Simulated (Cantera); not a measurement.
**Equilibrium for silicon epitaxy and polysilicon growth: Si2Cl6 + H2**

Charge: 1 mol Si2Cl6, 15 mol H2, held at 75.0 Torr.

Method: chemical equilibrium by Gibbs-energy minimisation in Cantera with the NASA 1993 tables (ideal gas, pure condensed phases). Candidate condensed phases: Si; 19 gas species. The feed counts by its element totals alone. The tables' values for SiCl3, SiCl are old estimates; treat these amounts as uncertain. Gases not in the tables: Si2H6 and higher silanes. The numbers say what is thermodynamically allowed, not how fast it happens.

```json
[
 {"T (K)": "1673", "x H2": "0.766", "x HCl": "0.138", "x SiCl2": "0.0902", "x SiCl3": "0.00416", "x H": "0.000315", "x SiCl4": "0.000400", "x SiHCl3": "0.000397", "x SiCl": "4.07e-5", "n Si(s)": "0.290", "n Si(l)": "0"},
 {"T (K)": "1698", "x H2": "0.765", "x HCl": "0.139", "x SiCl2": "0.0908", "x SiCl3": "0.00371", "x H": "0.000400", "x SiCl4": "0.000300", "x SiHCl3": "0.000317", "x SiCl": "5.42e-5", "n Si(s)": "0", "n Si(l)": "0.290"},
 {"T (K)": "1723", "x H2": "0.764", "x HCl": "0.141", "x SiCl2": "0.0904", "x SiCl3": "0.00332", "x H": "0.000504", "x SiCl4": "0.000229", "x SiHCl3": "0.000255", "x SiCl": "7.01e-5", "n Si(s)": "0", "n Si(l)": "0.305"},
 {"T (K)": "1748", "x H2": "0.762", "x HCl": "0.143", "x SiCl2": "0.0899", "x SiCl3": "0.00298", "x H": "0.000631", "x SiCl4": "0.000177", "x SiHCl3": "0.000207", "x SiCl": "8.99e-5", "n Si(s)": "0", "n Si(l)": "0.320"},
 {"T (K)": "1773", "x H2": "0.761", "x HCl": "0.146", "x SiCl2": "0.0894", "x SiCl3": "0.00269", "x H": "0.000785", "x SiCl4": "0.000137", "x SiHCl3": "0.000168", "x SiCl": "0.000114", "n Si(s)": "0", "n Si(l)": "0.335"},
 {"T (K)": "1798", "x H2": "0.760", "x HCl": "0.148", "x SiCl2": "0.0888", "x SiCl3": "0.00242", "x H": "0.000970", "x SiCl4": "0.000107", "x SiHCl3": "0.000137", "x SiCl": "0.000145", "n Si(s)": "0", "n Si(l)": "0.350"},
 {"T (K)": "1823", "x H2": "0.758", "x HCl": "0.149", "x SiCl2": "0.0882", "x SiCl3": "0.00219", "x H": "0.00119", "x SiCl4": "8.38e-5", "x SiHCl3": "0.000113", "x SiCl": "0.000181", "n Si(s)": "0", "n Si(l)": "0.365"}
]
```
x: gas mole fraction; n: condensed amount in mol.

At 1673 K the condensed part is Si(s). From 1698 K to 1823 K the condensed part is Si(l). The main Si-bearing gas is SiCl2 throughout.
